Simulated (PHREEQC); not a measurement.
Model water analysis in mg/kgw, 25 °C, pH 6.61, pe 1.5: Na 13.7; K 0.204; Ca 5.08; Mg 0.648; Cl 4.38; S(6) as SO4 33.3; Alkalinity as HCO3 4.94; Br 0.0144.

Valence states are taken as typed.

The numbers come from PHREEQC with the ion-association model, wateq4f.dat.

No solid was allowed to form.

Task: What charge-balance error does the model give?

Result: charge-balance error 0.6 %.

Task: In which forms is Mg present?

Result: Mg+2 95 %, MgSO4 5.4 % of the Mg.
